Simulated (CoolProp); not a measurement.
Properties of normal hydrogen along the isotherm 40.1 K (Tc = 33.1 K, pc = 12.96 bar, ω = -0.219).

Values from CoolProp's reference Helmholtz-energy equation of state, Leachman 2009.

```tsv
p (bar)	phase	density (kg/m³)	speed of sound (m/s)	expansivity (1/kK)	conductivity (mW/(m K))	Prandtl number	fugacity coefficient
3.6	gas	2.305	514.9	29.23	33.3	0.691	0.9467
7.2	gas	4.923	504.9	35.07	36.1	[?]	0.8944
10.8	gas	7.967	495.6	43.37	39.4	0.818	0.8432
14.4	supercritical	11.62	488.1	55.89	[?]	0.955	0.7930
18	supercritical	[?]	484.7	75.55	49.1	1.18	0.7439
21.6	supercritical	21.97	490.7	102.7	57.5	1.53	0.6960
25.2	supercritical	28.80	516.3	117.5	67.4	1.81	0.6504
28.8	supercritical	[?]	564.5	102.8	75.9	[?]	0.6092
32.4	supercritical	39.91	622.0	80.87	82.1	1.64	0.5738
```

### Question
Fill in the missing entries.

### Answer

- 7.2, Prandtl number: 0.737
- 14.4, conductivity (mW/(m K)): 43.4
- 18, density (kg/m³): 16.16
- 28.8, density (kg/m³): 35.11
- 28.8, Prandtl number: 1.80

Viscosity comes from a separate model (Muzny 2013). Thermal conductivity comes from a separate model (Assael 2011).
